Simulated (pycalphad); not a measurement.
An equivalent pycalphad script:

```python
from pycalphad import Database, equilibrium, calculate, variables as v
import numpy as np
db = Database('COST507.tdb')
comps = ['AL', 'C', 'VA']
phases = ['AL4C3', 'FCC_A1', 'GRAPHITE', 'LIQUID']
eq = equilibrium(db, comps, phases, {v.X('C'): 0.1817, v.T: np.arange(3050, 499, -75), v.P: 101325, v.N: 1}, output=['HM', 'SM'])
```

Source of the numbers: pycalphad with the COST 507 light-alloy database (1999); pressure 1 atm. No gas phase is included, though pure Al would boil below 2777 °C. The data set is of 1999 and partly superseded. Phase fractions are per mole of atoms. Kinetics are ignored, which matters at the lower temperatures.

Results at three of the temperatures:

```
T = 2975.00 K, P = 101325 Pa, N = 1 mol of atoms
G = -215726 J/mol, H = 115075 J/mol, S = 111.19 J/(mol K)  (SER reference)
chemical potentials (J/mol): Al -235232, C -127879
phase             fraction      x(Al)       x(C)
LIQUID              1.0000     0.8183     0.1817
```

```
T = 2750.00 K, P = 101325 Pa, N = 1 mol of atoms
G = -190976 J/mol, H = 108149 J/mol, S = 108.77 J/(mol K)  (SER reference)
chemical potentials (J/mol): Al -210534, C -102899
phase             fraction      x(Al)       x(C)
LIQUID              1.0000     0.8183     0.1817
```

```
T = 1250.00 K, P = 101325 Pa, N = 1 mol of atoms
G = -63226 J/mol, H = 18485 J/mol, S = 65.37 J/(mol K)  (SER reference)
chemical potentials (J/mol): Al -62000, C -68751
phase             fraction      x(Al)       x(C)
LIQUID              0.5760     1.0000   2.23e-06
AL4C3               0.4240     0.5714     0.4286
```

Changes of the phase set, refined by bisection:

```csv
T (°C),phases above,phases below
2131.7,LIQUID,AL4C3 + LIQUID
660.3,AL4C3 + LIQUID,AL4C3 + FCC_A1
```

Database names, with the compositions (at.%) that they take in these runs: AL4C3: Al 57 C 43. FCC_A1 is fcc.
